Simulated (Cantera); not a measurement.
Input (Python, Cantera) and output of one run.

```python
import numpy as np
import cantera as ct

gas_names = """
    NO B2O2 N2
""".split()
cond_names = """
    BN(s)
""".split()


# ... load() reads the species with a 1 bar reference pressure and builds the phases ...
species = {s.name: s for s in load("nasa_gas.yaml", gas_names) + load("nasa_condensed.yaml", cond_names)}
# Each term lists the table entries of one substance; the one whose range holds T is used.
reactions = {
    '2 NO(g) + 2 BN = B2O2(g) + 2 N2(g)':
        [(-2, ['NO']), (-2, ['BN(s)']), (1, ['B2O2']), (2, ['N2'])],
}


def pick(names, T):
    return next(species[n] for n in names if species[n].thermo.min_temp <= T <= species[n].thermo.max_temp)


results = []
for label, terms in reactions.items():
    print(label)
    print("     T/K   dH/kJ  dS/(J/K)   dG/kJ   log10 K")
    for T in [1375, 1450, 1525, 1600, 1675, 1750, 1825, 1900, 1975, 2050, 2125]:
        used = [(nu, pick(names, T)) for nu, names in terms]
        dH = sum(nu * s.thermo.h(T) for nu, s in used) / 1e6
        dS = sum(nu * s.thermo.s(T) for nu, s in used) / 1e3
        dG = dH - T * dS / 1e3
        logK = -dG * 1e6 / (ct.gas_constant * T * np.log(10))
        results.append((label, T, dH, dS, dG, logK, [s.name for _, s in used]))
        print(f"{T:8g} {dH:8.1f} {dS:8.1f} {dG:8.1f} {logK:8.2f}")
```

Result:

```
2 NO(g) + 2 BN = B2O2(g) + 2 N2(g)
     T/K   dH/kJ  dS/(J/K)   dG/kJ   log10 K
    1375   -144.1    170.7   -378.8    14.39
    1450   -145.3    169.9   -391.6    14.11
    1525   -146.5    169.1   -404.3    13.85
    1600   -147.7    168.3   -417.0    13.61
    1675   -149.0    167.5   -429.6    13.40
    1750   -150.2    166.8   -442.1    13.20
    1825   -151.5    166.1   -454.6    13.01
    1900   -152.7    165.4   -467.0    12.84
    1975   -153.9    164.8   -479.4    12.68
    2050   -155.2    164.2   -491.7    12.53
    2125   -156.4    163.6   -504.0    12.39
```

Cantera with NASA thermochemical tables; ideal gases at 1 bar, condensed phases pure. Condensed species are held in their standard states even where they would react or evaporate.
